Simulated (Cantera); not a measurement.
Input (Python, Cantera) and output of one run.

```python
import numpy as np
import cantera as ct

gas_names = """
    CL CL2 Fe FeCL FeCL2 FeCL3 Fe2CL4 Fe2CL6 H HCL H2
""".split()
cond_names = """
    Fe(a) Fe(c) Fe(d) Fe(L) FeCL2(s) FeCL2(L) FeCL3(s) FeCL3(L)
""".split()


# ... load() reads the species with a 1 bar reference pressure and builds the phases ...
atoms = {
    'Fe': {'Fe': 1},
    'HCl': {'H': 1, 'CL': 1},
}
top_T = {}  # K; cautious upper limits of use, not melting points


# ... equilibrate(T, P, feed) seeds the gas with the atoms and calls Mixture.equilibrate('TP', solver="vcs", rtol=1e-11, max_steps=5000) ...
results = []
feed = {'Fe': 1, 'HCl': 0.013}  # mol
T = 1598.15  # K
P = 1200  # Pa
mix = equilibrate(T, P, feed)
results.append((T, P, feed, dict(zip(mix.species_names, mix.species_moles))))
print(gas.report(threshold=0.0001))
for i in range(1, mix.n_phases):
    print(f"{mix.phase(i).name:16s} {mix.phase_moles(i):12.5e} mol")
```

It prints:

```
       temperature   1598.2 K
          pressure   1200 Pa
           density   0.004937 kg/m^3
  mean mol. weight   54.668 kg/kmol
   phase of matter   gas

                          1 kg             1 kmol
                     ---------------   ---------------
          enthalpy       -4.4782e+05       -2.4482e+07  J
   internal energy       -6.9088e+05        -3.777e+07  J
           entropy            5835.3        3.1901e+05  J/K
    Gibbs function       -9.7735e+06        -5.343e+08  J
 heat capacity c_p            799.67             43716  J/K
 heat capacity c_v            647.58             35402  J/K

                      mass frac. Y      mole frac. X     chem. pot. / RT
                     ---------------   ---------------   ---------------
                CL        0.00015172        0.00023397           -25.858
             FeCL2           0.75611           0.32613           -58.452
                 H        5.1251e-06        0.00027796           -12.166
               HCL           0.23144           0.34703           -38.024
                H2          0.012029           0.32619           -24.332
     [   +6 minor]        0.00026744        0.00013653

Fe(c)             9.95757e-01 mol
FeCL2(L)          0.00000e+00 mol
FeCL3(L)          0.00000e+00 mol
```

Cantera equilibrium calculation (NASA polynomials, part measured and part estimated; ideal gas, pure solids and liquids).
